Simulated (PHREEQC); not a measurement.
0.11 g of hydrous ferric oxide (600 m²/g; 0.2 weak and 0.005 strong sites per Fe, Dzombak-Morel constants, diffuse double layer) in 1 kg of water with 0.1 mol/kgw of an inert sodium salt and 0.0021 mmol/kgw Na2SeO4, at 25 °C; the pH is set by adding NaOH or the inert anion's acid. Oxygen alone is held at its pressure in air (log pO2 = -0.68). CO2 from the air is kept out. No solid was allowed to form.

Model: ion-association model, wateq4f.dat, run in PHREEQC.

| pH | Se sorbed (%) | surface charge σ (C/m²) | surface potential ψ (mV) |
|---|---|---|---|
| 4 | 96.1 | 0.316 | 146 |
| 4.38 | 94.5 | 0.281 | 140 |
| 4.75 | 91.1 | 0.240 | 132 |
| 5.12 | 84.0 | ___ | 122 |
| 5.5 | 69.5 | 0.157 | 110 |
| 5.88 | 46.8 | 0.121 | 97 |
| 6.25 | 23.8 | 0.091 | 84 |
| 6.62 | 9.2 | 0.066 | 69 |
| 7 | 2.8 | 0.045 | 52 |
| 7.38 | ___ | 0.027 | 35 |
| 7.75 | 0.2 | ___ | 17 |
| 8.12 | 0.0 | 0.000 | 0 |
| 8.5 | 0.0 | -0.014 | -19 |
| 8.88 | 0.0 | -0.029 | -37 |
| 9.25 | 0.0 | -0.046 | -54 |
| 9.62 | 0.0 | -0.067 | -70 |
| 10 | 0.0 | -0.094 | -85 |

**Question.** Some entries are withheld; supply them.

**Answer.** 
- 5.12, surface charge σ (C/m²): 0.198
- 7.38, Se sorbed (%): 0.7
- 7.75, surface charge σ (C/m²): 0.013
